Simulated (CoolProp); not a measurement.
A single-stage vapour-compression cycle with R152A: evaporating at 221.15 K (dew point), condensing at 266.15 K (bubble point), superheat 5 K, subcooling 2 K, compressor efficiency 0.85, no pressure losses. Each further row changes one setting.

Model: reference Helmholtz-energy equation of state, Outcalt 1996, in CoolProp. It is a modified Benedict-Webb-Rubin equation, recast in Helmholtz form.

```
case                              cooling COP  pressure ratio  discharge temperature (K)  refrigerating effect (kJ/kg)  volumetric capacity (kJ/m³)
--------------------------------  -----------  --------------  -------------------------  ----------------------------  ---------------------------
as stated                                3.57            8.34                      314.2                           288                          251
evaporating temperature 226.15 K         4.19            6.28                      307.7                           292                          332
condensing temperature 261.15 K          4.10            6.87                      305.7                           297                          258
subcooling 7 K                           3.68            8.34                      314.2                           297                          258
superheat 15 K                           3.53            8.34                      325.3                           297                          247
compressor efficiency 0.75               3.15            8.34                      323.8                           288                          251
```
